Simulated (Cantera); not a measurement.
Mixture: CH₄ : O₂ : N₂ = 1 : 3.28 : 12.3 (molar parts), equivalence ratio 0.61, at 240 Torr, adiabatic and at constant pressure. Ignition delay is the time to a rise of 400 K.

Detailed kinetics in Cantera: GRI-Mech 3.0 (53 species, 325 reactions).

### Question
What does this change do: N2 12.3 to 21 parts?

### Answer
| quantity | before | after |
|---|---|---|
| delay at 1175 K | 0.127 s | 0.211 s |
| delay at 1225 K | 60.0 ms | 98.7 ms |
| delay at 1275 K | 29.8 ms | 48.4 ms |
| delay at 1325 K | 15.5 ms | 24.9 ms |
| delay at 1375 K | 8.59 ms | 13.5 ms |
| delay at 1425 K | 5.02 ms | 7.74 ms |
| apparent activation energy between 1325 and 1425 K | 180 kJ/mol | 180 kJ/mol |

### Question
What does this change do: CH4 1 to 0.48 parts?

### Answer
```tsv
quantity	before	after
delay at 1175 K	0.127 s	86.8 ms
delay at 1225 K	60.0 ms	41.6 ms
delay at 1275 K	29.8 ms	21.3 ms
delay at 1325 K	15.5 ms	11.7 ms
delay at 1375 K	8.59 ms	6.90 ms
delay at 1425 K	5.02 ms	4.36 ms
apparent activation energy between 1325 and 1425 K	180 kJ/mol	160 kJ/mol
```
